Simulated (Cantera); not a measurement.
Charge: 1 mol SiCl4, 9.6 mol O3, at 523.15 K and 0.0133 bar.

Equilibrium computed with Cantera from the NASA thermochemical tables; the gas is ideal and each condensed phase is pure. Candidate condensed phases: Si, SiO2; 15 gas species. Kinetics and transport are ignored.

What is the equilibrium state?


- x(O2) = 0.870
- x(Cl2) = 0.130
- n(SiO2(α-quartz)) = 1.00 mol
- gas amount = 15.40 mol
- log10 activity of Si(s) (absent) = -79.47
